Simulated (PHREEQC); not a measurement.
Consider water at 58 °C with 32 mmol/kgw H3AsO4 and 120 mmol/kgw NH3. Closed to the air; pH follows from the charge balance.

All values are PHREEQC results (ion-association model, wateq4f.dat), not measurements.

Each row changes one thing in this solution. Precipitation was switched off in this run.

```csv
case,pH,ionic strength (mol/kgw),NH4+ (mol/kgw),NH3 (mol/kgw),HAsO4-2 (mol/kgw),H2AsO4- (mol/kgw)
as made,8.40,0.0950,0.0634,0.0566,0.0311,0.000724
H3AsO4 from 0.032 to 0.048 mol/kgw,7.92,0.138,0.0932,0.0268,[?],0.00290
H3AsO4 replaced by Na2HAsO4 at the same molality,9.86,0.108,0.00449,0.116,[?],2.19e-5
diluted 5-fold with water,8.36,0.0188,0.0126,0.0114,0.00616,[?]
NH3 replaced by (NH4)2SiF6 at the same molality,2.10,0.368,0.240,1.01e-7,3.70e-7,0.0135
NH3 from 0.12 to 0.012 mol/kgw,[?],0.0165,0.0120,1.19e-8,4.84e-7,0.0165
0.14 mol/kgw HBr added,1.68,[?],0.120,1.96e-8,5.68e-8,0.00635
```

Question: Complete the blanks.

Answer: 
- H3AsO4 from 0.032 to 0.048 mol/kgw, HAsO4-2 (mol/kgw): 0.0450
- H3AsO4 replaced by Na2HAsO4 at the same molality, HAsO4-2 (mol/kgw): 0.0283
- diluted 5-fold with water, H2AsO4- (mol/kgw): 0.000224
- NH3 from 0.12 to 0.012 mol/kgw, pH: 2.39
- 0.14 mol/kgw HBr added, ionic strength (mol/kgw): 0.146

Complexes and solids missing from the database can't appear. Some of these states are supersaturated (in Quartz (slow to form), Chalcedony (slow to form), for instance). Constants without temperature data keep their 25 °C values here. SiF6-2 is the database's only silicon fluoride.
